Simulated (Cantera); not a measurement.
A Cantera script and what it prints.

```python
import numpy as np
import cantera as ct

gas_names = """
    Fe FeO Fe(OH)2 H HNO HNO2 HNO3 HO2 H2 H2O H2O2 H2S H2SO4 N NH NH2 NH3 NH2OH NO NO2 NO3 N2 N2H2 N2H4
    N2O O OH O2 O3 S SH SN SO SO2 SO3 S2 S2O S8
""".split()
cond_names = """
    Fe(a) Fe(c) Fe(d) Fe(L) FeO(s) FeO(L) Fe(OH)2(s) Fe(OH)3(s) FeS(a) FeS(b) FeS(c) FeS(L) FeSO4(s)
    FeS2(s) Fe2O3(s) Fe2S3O12(s) Fe3O4(s) H2O(s) H2O(L) H2SO4(L) S(cr1) S(cr2) S(L)
""".split()


def load(file, names, dense=False):
    # The tables refer to 1 bar. Condensed volumes are neglected.
    table = {s.name: s for s in ct.Species.list_from_file(file)}
    out = []
    for n in names:
        d = dict(table[n].input_data)
        d["thermo"] = dict(d["thermo"], **{"reference-pressure": 1e5})
        if dense:
            d["equation-of-state"] = {"model": "constant-volume", "density": "1e6 g/cm^3"}
        out.append(ct.Species.from_dict(d))
    return out


gas = ct.Solution(thermo="ideal-gas", species=load("nasa_gas.yaml", gas_names))
cond = {s.name: ct.Solution(thermo="fixed-stoichiometry", species=[s], name=s.name)
        for s in load("nasa_condensed.yaml", cond_names, dense=True)}
atoms = {
    'Fe2O3': {'Fe': 2, 'O': 3},
    'H2S': {'H': 2, 'S': 1},
    'N2': {'N': 2},
}
top_T = {'FeSO4(s)': 950, 'FeS2(s)': 1010, 'Fe2O3(s)': 1830, 'Fe2S3O12(s)': 1100, 'Fe3O4(s)': 1870}  # K; cautious upper limits of use, not melting points


def equilibrate(T, P, feed):
    n = {}
    for name, mol in feed.items():
        for a, k in atoms[name].items():
            n[a] = n.get(a, 0.0) + k * mol
    gas.TPX = T, P, n
    mass = sum(n.values()) * gas.mean_molecular_weight
    gas.equilibrate("TP")
    valid = [c for c in cond.values() if c.min_temp <= T <= top_T.get(c.name, c.max_temp)]
    mix = ct.Mixture([(gas, mass / gas.mean_molecular_weight)] + [(c, 0.0) for c in valid])
    mix.T, mix.P = T, P
    mix.equilibrate("TP", solver="gibbs", rtol=1e-10, max_steps=50000)
    return mix


results = []
T = 750  # K
P = 12000  # Pa
for m in [0.083, 0.098, 0.11, 0.13, 0.16, 0.18, 0.21, 0.25, 0.29, 0.34]:
    feed = {'Fe2O3': 1, 'H2S': m, 'N2': 26}  # mol
    mix = equilibrate(T, P, feed)
    results.append((T, P, feed, dict(zip(mix.species_names, mix.species_moles))))

top = {s: max(r[3][s] / sum(r[3][g] for g in gas_names) for r in results) for s in gas_names}
cols = sorted((s for s in top if top[s] > 0.001), key=lambda s: -top[s])[:9]
seen = [c for c in cond_names if any(r[3].get(c, 0) > 1e-12 for r in results)]
print("log10 of partial pressures in bar; condensed amounts in mol")
print(f"{'n(H2S)':>10s}" + "".join(f"{s[:9]:>10s}" for s in cols + seen))
for T, P, feed, n in results:
    ng = sum(n[g] for g in gas_names)
    print(f"{feed['H2S']:10.4g}" + "".join(f"{np.log10(max(n[s] / ng * P / 1e5, 1e-99)):10.3f}" for s in cols)
          + "".join(f"{n.get(c, 0):10.4g}" for c in seen))
```

Output:

```
log10 of partial pressures in bar; condensed amounts in mol
    n(H2S)        N2       H2O       SO2   FeS2(s)  Fe2O3(s)  Fe3O4(s)
     0.083    -0.924    -3.419    -3.419         0     0.253     0.498
     0.098    -0.924    -3.348    -3.348         0     0.118     0.588
      0.11    -0.924    -3.298    -3.298         0      0.01      0.66
      0.13    -0.925    -3.229    -3.307  0.008512         0    0.6638
      0.16    -0.925    -3.140    -3.323   0.02528         0    0.6582
      0.18    -0.926    -3.089    -3.333   0.03645         0    0.6545
      0.21    -0.926    -3.022    -3.350   0.05321         0    0.6489
      0.25    -0.927    -2.947    -3.373   0.07556         0    0.6415
      0.29    -0.927    -2.883    -3.397   0.09791         0     0.634
      0.34    -0.928    -2.815    -3.429    0.1258         0    0.6247
```

Cantera equilibrium calculation (NASA polynomials, part measured and part estimated; ideal gas, pure solids and liquids).
